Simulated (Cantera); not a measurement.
Input: 1 mol SiF₄, 0.31 mol O₂, 0.26 mol N₂O, equilibrated at 3.70 mbar.

Cantera equilibrium calculation (NASA polynomials, part measured and part estimated; ideal gas, pure solids and liquids). Candidate condensed phases: Si, SiO₂, Si₂N₂O, Si₃N₄; 28 gas species. Rates play no part. All values below are at 1000 K.

Base state: SiF₄ 0.588, O₂ 0.259, N₂ 0.153, NO 1.53e-5 (mole fractions); condensed: gas only.

What changes in the equilibrium state with this change: N₂O from 0.26 to 0.11 mol?


| species | before | after |
|---|---|---|
| SiF₄ | 0.588 | 0.678 |
| O₂ | 0.259 | 0.247 |
| N₂ | 0.153 | 0.0746 |
| NO | 1.53e-5 | 1.04e-5 |
